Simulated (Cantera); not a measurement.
Charge: 1 mol Cr2O3, a varied amount of H2, 0.051 mol H2O, at 1 atm.

Method: chemical equilibrium by Gibbs-energy minimisation in Cantera with the NASA 1993 tables (ideal gas, pure condensed phases). Candidate condensed phases: Cr, Cr2O3, H2O; 13 gas species. Mutual solubility and eutectic melting of coexisting phases are not modelled. Kinetics and transport are ignored.

Q: What condenses at these points (T in K, n(H2) in mol): (1198, 8.9); (1498, 110); (1298, 8.9); (1598, 3.8); (1598, 21)?

A: 
| T (K) | n(H2) in mol | condensed phases | Cr condensed (%) |
|---|---|---|---|
| 1198 | 8.9 | Cr2O3 | 100.0 |
| 1498 | 110 | Cr + Cr2O3 | 100.0 |
| 1298 | 8.9 | Cr2O3 | 100.0 |
| 1598 | 3.8 | Cr2O3 | 100.0 |
| 1598 | 21 | Cr2O3 | 100.0 |
